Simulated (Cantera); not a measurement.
A closed system holds: 1 mol trisilylamine, 1.2 mol NH3, equilibrated at 1950 K and 1.00 Torr.

Method: chemical equilibrium by Gibbs-energy minimisation in Cantera with the NASA 1993 tables (ideal gas, pure condensed phases). Candidate condensed phases: Si, Si3N4; 18 gas species. The feed counts by its element totals alone. The tables' values for SiN are old estimates; treat these amounts as uncertain. Gases not in the tables: Si2H6 and higher silanes. The numbers say what is thermodynamically allowed, not how fast it happens.

Base state: H2 0.809, N2 0.144, H 0.0282, Si 0.0179, SiH 0.000449, Si2 0.000164, Si2N 0.000100, SiN 7.28e-5 (mole fractions); condensed: Si(l).

Q: What changes in the equilibrium state with this change: trisilylamine replaced by SiHCl3?

A: 
```
species      before     after
----------  -------  --------
H2            0.809     0.381
HCl               0     0.237
SiCl2             0     0.205
Si           0.0179   0.00977
H            0.0282    0.0194
N2            0.144     0.133
Cl                0   0.00904
SiCl              0   0.00521
SiCl3             0  0.000792
Si3         3.60e-5   5.88e-6
Si(l), mol     2.85         0
```
The tables' values for SiCl, SiCl3, SiN are old estimates; treat these amounts as uncertain. Further candidate phases: NH4Cl.
